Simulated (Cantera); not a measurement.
A jet of H2 : O2 : N2 = 0.015 : 0.095 : 0.79 (molar parts), equivalence ratio 0.079 at 300 K and 0.310 bar hits a platinum plate 2.1 cm away at a mass flux of 0.037 kg/m²/s; the plate temperature is set and raised in steps from an oxygen-covered start.

Computed with Cantera and Deutschmann's 1995 Pt surface mechanism with GRI-Mech 3.0 gas chemistry. Catalytic surfaces can have several steady states; this one follows from the mechanism file's or the stated starting coverage.

x: mole fraction at the wall; θ: surface coverage.

```json
[
 {"plate T (K)": "500", "wall x H2": "0.00132", "wall x O2": "0.0893", "wall x H2O": "0.0299", "wall x OH": "<1e-8", "θ free Pt": "0.0217", "θ O*": "0.960", "θ OH*": "0.0179"},
 {"plate T (K)": "550", "wall x H2": "0.00132", "wall x O2": "0.0893", "wall x H2O": "0.0296", "wall x OH": "<1e-8", "θ free Pt": "0.0230", "θ O*": "0.967", "θ OH*": "0.0103"},
 {"plate T (K)": "600", "wall x H2": "0.00132", "wall x O2": "0.0894", "wall x H2O": "0.0294", "wall x OH": "<1e-8", "θ free Pt": "0.0243", "θ O*": "0.969", "θ OH*": "(withheld)"},
 {"plate T (K)": "650", "wall x H2": "0.00130", "wall x O2": "0.0894", "wall x H2O": "0.0292", "wall x OH": "<1e-8", "θ free Pt": "0.0258", "θ O*": "0.970", "θ OH*": "0.00429"},
 {"plate T (K)": "700", "wall x H2": "0.00120", "wall x O2": "0.0894", "wall x H2O": "0.0292", "wall x OH": "<1e-8", "θ free Pt": "(withheld)", "θ O*": "0.967", "θ OH*": "(withheld)"},
 {"plate T (K)": "750", "wall x H2": "0.000918", "wall x O2": "0.0891", "wall x H2O": "0.0296", "wall x OH": "<1e-8", "θ free Pt": "0.0409", "θ O*": "0.956", "θ OH*": "0.00270"},
 {"plate T (K)": "800", "wall x H2": "0.000611", "wall x O2": "0.0889", "wall x H2O": "0.0300", "wall x OH": "<1e-8", "θ free Pt": "0.0657", "θ O*": "0.932", "θ OH*": "0.00256"},
 {"plate T (K)": "850", "wall x H2": "0.000408", "wall x O2": "0.0887", "wall x H2O": "0.0303", "wall x OH": "<1e-8", "θ free Pt": "0.104", "θ O*": "0.894", "θ OH*": "0.00246"}
]
```

Q: What belongs in the gaps?

A: 
- 600, θ OH*: 0.00640
- 700, θ free Pt: 0.0295
- 700, θ OH*: 0.00318
